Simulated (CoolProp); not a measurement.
Nitrous oxide along the isobar 8 MPa: Z from the reference equation and from simpler models built on Tc = 309.5 K, pc = 7.245 MPa, ω = 0.161; each cubic takes its own stable root.

Computed with CoolProp (reference Helmholtz-energy equation of state, Lemmon 2006). It is a short technical equation, of lower accuracy than the large ones.

| T (K) | phase | reference |
|---|---|---|
| 227.5 | liquid | 0.1673 |
| 232.8 | liquid | 0.1661 |
| 238.1 | liquid | 0.1651 |
| 243.3 | liquid | 0.1643 |
| 248.6 | liquid | 0.1638 |
| 253.9 | liquid | 0.1635 |
| 259.2 | liquid | 0.1635 |
| 264.4 | liquid | 0.1637 |
| 269.7 | liquid | 0.1643 |
| 275 | liquid | 0.1654 |
| 280.2 | liquid | 0.1669 |
| 285.5 | liquid | 0.1690 |

### Question
How far does each simpler model (Redlich-Kwong, Peng-Robinson) lie from the reference over these 12 states: mean and median of the absolute difference, and the worst?

### Answer
- Redlich-Kwong: mean 12.2 %, median 11.8 %, worst +16.0 % at 285.5 K and 8 MPa
- Peng-Robinson: mean 3.0 %, median 3.4 %, worst -4.8 % at 227.5 K and 8 MPa
